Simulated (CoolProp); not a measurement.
Vapour-liquid equilibrium of o-xylene (1) + n-undecane (2) at 28.15 °C; x and y are mole fractions of (1).

Values from CoolProp's multi-fluid Helmholtz-energy mixture model, Zhou 2012 and Aleksandrov 2011; pair parameters Bell 2016.

| x | bubble pressure, mixture model (kPa) | bubble pressure, Raoult's law (kPa) | y, mixture model | y, Raoult's law |
|---|---|---|---|---|
| 0.05 | … | 0.1233 | 0.432 | 0.436 |
| 0.2 | 0.2756 | 0.2737 | … | 0.786 |
| 0.35 | … | 0.4241 | … | 0.888 |
| 0.5 | … | 0.5746 | 0.938 | 0.936 |
| 0.65 | … | 0.7250 | 0.965 | 0.965 |
| 0.8 | … | 0.8754 | 0.983 | 0.983 |
| 0.95 | 1.026 | 1.026 | 0.996 | 0.996 |

### Question
Fill in the missing entries.

### Answer

- 0.05, bubble pressure, mixture model (kPa): 0.1223
- 0.2, y, mixture model: 0.788
- 0.35, bubble pressure, mixture model (kPa): 0.4312
- 0.35, y, mixture model: 0.890
- 0.5, bubble pressure, mixture model (kPa): 0.5838
- 0.65, bubble pressure, mixture model (kPa): 0.7326
- 0.8, bubble pressure, mixture model (kPa): 0.8790

The largest gap from Raoult's law is +1.7 % in bubble pressure, at x = 0.35. No azeotrope shows between x = 0.05 and 0.95.

The pair parameters rest on a limited set of measurements; away from them the model extrapolates. The gap from Raoult's law changes sign with composition, which may be real or a fault of the pair parameters; it wasn't checked against measurements.
